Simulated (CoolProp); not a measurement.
Computed with CoolProp (reference Helmholtz-energy equation of state, Lemmon 2006). It is a short technical equation, of lower accuracy than the large ones.

### Question
Give the vapour pressure (kPa), liquid density (kg/m³), liquid cp (kJ/(kg K)), surface tension (mN/m) of saturated n-decane at 391.8, 408.9, 413.2 K.

### Answer
```csv
T (K),p (kPa),liquid density (kg/m³),liquid cp (kJ/(kg K)),surface tension (mN/m)
391.8,19.2,652,2.57,15.0
408.9,34.1,638,2.64,13.5
413.2,39.0,634,2.66,13.1
```

Surface tension comes from a separate correlation (Mulero 2012).
